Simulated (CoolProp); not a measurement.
Values from CoolProp's reference Helmholtz-energy equation of state, Zhou 2012.

### Question
For ethylbenzene, give the phase and the Z, cp (kJ/(kg K)), cv (kJ/(kg K)), isothermal compressibility (1/MPa) at 248.65 °C and 4.58 MPa; 314.15 °C and 4.58 MPa.

### Answer
- 248.65 °C and 4.58 MPa: liquid; Z 0.173, cp 2.56, cv 2.06, isothermal compressibility 0.00631
- 314.15 °C and 4.58 MPa: liquid; Z 0.183, cp 2.96, cv 2.25, isothermal compressibility 0.0222
